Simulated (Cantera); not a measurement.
Cantera run, input and output.

```python
import numpy as np
import cantera as ct

surf = ct.Interface("diamond.yaml", "diamond_100")
gas, bulk = surf.adjacent["gas"], surf.adjacent["diamond"]
k = surf.kinetics_species_index(bulk.species_names[0])
cover = ["c6HH", "c6H*", "c6*H", "c6**", "c6HM", "c6B"]

rows, drift = [], 0.0
print(f"{'xH':>10s}{'um/h':>11s}" + "".join(f"{s:>11s}" for s in cover))
for v in [0.0001, 0.00021, 0.00046, 0.00097, 0.0021, 0.0044, 0.0095, 0.02, 0.043]:
    T, P, xH, xCH3 = 1175, 1400, v, 0.00014
    gas.TPX = T, P, {"H": xH, "CH3": xCH3, "CH4": 0.014, "H2": 1 - xH - xCH3 - 0.014}
    surf.TP = bulk.TP = T, P
    surf.coverages = "c6H*:0.1, c6HH:0.9"
    surf.advance_coverages(100.0)
    before = surf.coverages
    surf.advance_coverages(100.0)
    drift = max(drift, np.max(np.abs(surf.coverages - before) / (surf.coverages + 1e-9)))
    rate = surf.net_production_rates[k] * bulk.mean_molecular_weight / bulk.density * 3.6e9
    rows.append([rate, *surf[cover].coverages])
    print(f"{v:10.4g}{rate:11.4e}" + "".join(f"{x:11.3e}" for x in rows[-1][1:]))
```

Result:

```
        xH       um/h       c6HH       c6H*       c6*H       c6**       c6HM        c6B
    0.0001 2.2090e-02  6.089e-01  2.646e-02  3.561e-01  5.043e-03  6.793e-04  5.994e-11
   0.00021 4.8493e-02  5.417e-01  3.077e-02  4.141e-01  9.645e-03  8.618e-04  1.316e-10
   0.00046 8.9767e-02  4.983e-01  3.338e-02  4.493e-01  1.545e-02  1.027e-03  2.436e-10
   0.00097 1.4280e-01  4.760e-01  3.463e-02  4.660e-01  2.034e-02  1.132e-03  3.875e-10
    0.0021 2.2374e-01  4.641e-01  3.525e-02  4.743e-01  2.382e-02  1.170e-03  6.071e-10
    0.0044 3.5174e-01  4.586e-01  3.553e-02  4.780e-01  2.575e-02  1.131e-03  9.545e-10
    0.0095 5.7091e-01  4.559e-01  3.569e-02  4.799e-01  2.682e-02  1.002e-03  1.549e-09
      0.02 8.7587e-01  4.547e-01  3.579e-02  4.808e-01  2.734e-02  7.966e-04  2.377e-09
     0.043 1.2345e+00  4.543e-01  3.590e-02  4.813e-01  2.761e-02  5.468e-04  3.350e-09
```

Cantera simulation using the Harris–Goodwin 1993 mechanism for the reconstructed diamond (100) surface; the numbers are that mechanism's predictions, not measurements.
